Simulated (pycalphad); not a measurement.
**Effect of Si content in Sn-Si**

Computed with pycalphad from the COST 507 light-alloy database (1999), at 1 atm. The data set is of 1999 and partly superseded. Phase fractions are per mole of atoms.

| alloy | liquidus (K) | first solid | solidus (K) | phases at 550 K |
|---|---|---|---|---|
| Sn-2.04Si (at.%) | 1215 | diamond (Si) | 505 | liquid 0.98, diamond (Si) 0.02 |
| Sn-3.06Si (at.%) | 1272 | diamond (Si) | 505 | liquid 0.97, diamond (Si) 0.03 |
| Sn-4.08Si (at.%) | 1313 | diamond (Si) | 505 | liquid 0.96, diamond (Si) 0.04 |
| Sn-6.12Si (at.%) | 1372 | diamond (Si) | 505 | liquid 0.94, diamond (Si) 0.06 |
